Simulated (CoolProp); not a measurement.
Vapour-liquid equilibrium of propane (1) + isohexane (2) at 87.8 kPa; x and y are mole fractions of (1).

Computed with CoolProp (multi-fluid Helmholtz-energy mixture model, Lemmon 2009 and Lemmon 2006; pair parameters Bell 2016).

| x | bubble temperature, mixture model (°C) | bubble temperature, Raoult's law (°C) | y, mixture model | y, Raoult's law |
|---|---|---|---|---|
| 0.05 | 32.0 | 30.4 | 0.584 | 0.620 |
| 0.125 | [?] | 8.4 | 0.856 | 0.865 |
| 0.2 | -5.0 | -4.6 | [?] | 0.936 |
| 0.275 | -14.1 | -13.4 | 0.963 | 0.964 |
| 0.35 | -20.6 | -19.9 | [?] | 0.978 |
| 0.425 | -25.6 | -25.0 | [?] | 0.986 |
| 0.5 | -29.6 | -29.1 | [?] | 0.991 |
| 0.575 | -32.9 | -32.5 | 0.993 | 0.994 |
| 0.65 | [?] | -35.5 | [?] | 0.996 |
| 0.725 | -38.2 | -38.1 | 0.997 | 0.997 |
| 0.8 | -40.4 | -40.3 | 0.998 | 0.998 |
| 0.875 | [?] | -42.4 | 0.999 | 0.999 |
| 0.95 | -44.2 | -44.2 | 1.000 | 1.000 |

Fill in the missing entries.


- 0.125, bubble temperature, mixture model (°C): 8.8
- 0.2, y, mixture model: 0.933
- 0.35, y, mixture model: 0.977
- 0.425, y, mixture model: 0.985
- 0.5, y, mixture model: 0.990
- 0.65, bubble temperature, mixture model (°C): -35.8
- 0.65, y, mixture model: 0.995
- 0.875, bubble temperature, mixture model (°C): -42.3

The largest gap from Raoult's law is +1.6 K in bubble temperature, at x = 0.05. No azeotrope shows between x = 0.05 and 0.95.

The pair parameters rest on a limited set of measurements; away from them the model extrapolates. The gap from Raoult's law changes sign with composition, which may be real or a fault of the pair parameters; it wasn't checked against measurements.
